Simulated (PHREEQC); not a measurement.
0.5 mol of Atacamite (Cu2(OH)3Cl) is brought to equilibrium with 1 kg of water holding 0.03 mol/kgw MgCl2, at 25 °C under several pressures of CO2. Oxygen is held at 0.21 atm. The run lets Atacamite, Brucite, Nesquehonite, Cu(OH)2, Malachite precipitate or redissolve, and no other solid.

All values are PHREEQC results (ion-association model, wateq4f.dat), not measurements.

```
log pCO2 (atm)    pH  dissolved Cu (mol/kgw)  dissolved Cl (mol/kgw)  Malachite (mol)  CO2 (mol/kgw)
--------------  ----  ----------------------  ----------------------  ---------------  -------------
-5              6.96                 3.52e-6                  0.0600                0        3.33e-7
-4.5             ___                     ___                  0.0600                0        1.05e-6
-4              6.63                 7.57e-6                  0.0600                0        3.33e-6
-3.5            6.43                 1.36e-5                  0.0600                0        1.05e-5
-3              6.24                     ___                  0.0600                0        3.33e-5
-2.5            6.04                 5.13e-5                  0.0600                0            ___
-2              5.84                0.000103                  0.0601                0       0.000333
-1.5            5.64                0.000209                  0.0601                0        0.00105
-1              5.30                0.000683                  0.0609         0.000537        0.00333
-0.5            4.83                 0.00341                     ___          0.00439         0.0105
0               4.43                  0.0135                  0.0853           0.0185         0.0331
```

Some entries are withheld; supply them.


- -4.5, pH: 6.81
- -4.5, dissolved Cu (mol/kgw): 4.74e-6
- -3, dissolved Cu (mol/kgw): 2.60e-5
- -2.5, CO2 (mol/kgw): 0.000105
- -0.5, dissolved Cl (mol/kgw): 0.0661

Species that the database lacks are ignored. The database's constant for dissolved Cu(OH)2 is higher than later reviews accept.
